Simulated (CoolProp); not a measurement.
R22 along the isobar 0.325 MPa: Z from the reference equation and from simpler models built on Tc = 369.3 K, pc = 4.990 MPa, ω = 0.221; each cubic takes its own stable root.

The numbers come from the reference Helmholtz-energy equation of state, Kamei 1995 in CoolProp.

```tsv
T (K)	phase	reference	van der Waals	Redlich-Kwong
245.5	liquid	0.01005	0.9475	0.01142
266.7	gas	0.9268	0.9569	0.9422
287.9	gas	0.9450	0.9641	0.9537
309.1	gas	0.9575	0.9697	0.9622
330.4	gas	0.9664	0.9742	0.9688
351.6	gas	0.9730	0.9778	0.9740
372.8	gas	0.9780	0.9808	0.9781
394	gas	0.9819	0.9833	0.9814
415.2	gas	0.9850	0.9853	0.9841
436.4	gas	0.9875	0.9871	0.9864
457.6	gas	0.9895	0.9886	0.9882
478.8	gas	0.9912	0.9899	0.9898
500	gas	0.9925	0.9910	0.9911
```

At some of these states van der Waals gives the other phase, because its saturation line lies elsewhere.
